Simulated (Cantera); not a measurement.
A Cantera script and its output.

```python
import numpy as np
import cantera as ct

gas = ct.Solution("gri30.yaml")
gas.TPX = 1498, 100000, {'CH4': 1, 'N2': 1.2}
inlet = ct.Reservoir(gas, clone=True)

reactor = ct.IdealGasConstPressureReactor(gas, energy="off", clone=False)
exhaust = ct.Reservoir(gas, clone=True)
tau = [7.5, 2, 0.56, 0.15, 0.041, 0.011, 0.0031, 0.00083][0]
for a, b in ((inlet, reactor), (reactor, exhaust)):
    ct.MassFlowController(a, b, mdot=lambda t: reactor.mass / tau)
net = ct.ReactorNet([reactor])
show = ['CH4', 'C2H4', 'CH3', 'C2H6', 'C2H', 'HCN', 'CH2']

rows = []
print(f"{'tau/s':>10s}{'T/K':>9s}" + "".join(f"{s:>11s}" for s in show))
for tau in [7.5, 2, 0.56, 0.15, 0.041, 0.011, 0.0031, 0.00083]:
    net.initial_time = 0.0
    net.advance(30 * tau)
    before = gas.X
    net.advance(40 * tau)
    drift = np.max(np.abs(gas.X - before) / (gas.X + 1e-9))
    rows.append([gas.T, *gas[show].X, drift])
    print(f"{tau:10.3e}{gas.T:9.1f}" + "".join(f"{x:11.3e}" for x in gas[show].X))
```

It prints:

```
     tau/s      T/K        CH4       C2H4        CH3       C2H6        C2H        HCN        CH2
 7.500e+00   1498.0  1.023e-01  1.165e-02  5.109e-05  5.604e-05  5.115e-09  7.219e-09  1.037e-09
 2.000e+00   1498.0  1.653e-01  8.573e-03  7.323e-05  9.917e-05  3.765e-09  1.777e-09  1.309e-09
 5.600e-01   1498.0  2.655e-01  5.385e-03  1.130e-04  2.441e-04  2.378e-09  4.989e-10  1.930e-09
 1.500e-01   1498.0  3.626e-01  4.535e-03  1.641e-04  5.609e-04  1.168e-09  1.224e-10  2.967e-09
 4.100e-02   1498.0  4.205e-01  4.182e-03  2.054e-04  9.263e-04  3.676e-10  2.085e-11  3.997e-09
 1.100e-02   1498.0  4.457e-01  1.842e-03  2.050e-04  9.002e-04  4.777e-11  2.022e-12  3.759e-09
 3.100e-03   1498.0  4.526e-01  3.203e-04  1.566e-04  4.338e-04  3.097e-12  2.214e-13  2.176e-09
 8.300e-04   1498.0  4.541e-01  3.274e-05  1.042e-04  1.093e-04  1.793e-13  3.167e-14  9.692e-10
```

Detailed kinetics in Cantera: GRI-Mech 3.0 (53 species, 325 reactions). GRI-Mech 3.0 stops at C3 and has no aromatics, soot or wall deposition, so with more carbon than oxygen in the feed, carbon stays in small species such as C2H2 where larger ones or solid carbon would form.
